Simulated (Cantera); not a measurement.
Input: 1 mol C3H6, 0.59 mol CO2, at 1.33 mbar.

These are equilibrium values from Cantera (NASA tables, ideal gas, pure condensed phases), not measurements of a reactor. Candidate condensed phases: C, C6H6, C7H8, C8H18, H2O; 110 gas species. The numbers say what is thermodynamically allowed, not how fast it happens.

### Question
Which condensed phases are stable at each of these points (T (K)): 525, 725, 925, 1125, 1325, 1525, 1725, 1925, 2125, 2325, 2525, 2725, 2925?

### Answer
```
T (K)  condensed phases  C condensed (%)
-----  ----------------  ---------------
525         C(graphite)             81.2
725         C(graphite)             75.9
925         C(graphite)             67.2
1125        C(graphite)             67.1
1325        C(graphite)             67.1
1525        C(graphite)             67.1
1725        C(graphite)             67.1
1925        C(graphite)             67.1
2125        C(graphite)             66.9
2325        C(graphite)             66.4
2525        C(graphite)             65.5
2725        C(graphite)             59.5
2925           gas only              0.0
```

From 525 K to 2725 K the condensed part is C(graphite). At 2925 K nothing is condensed.
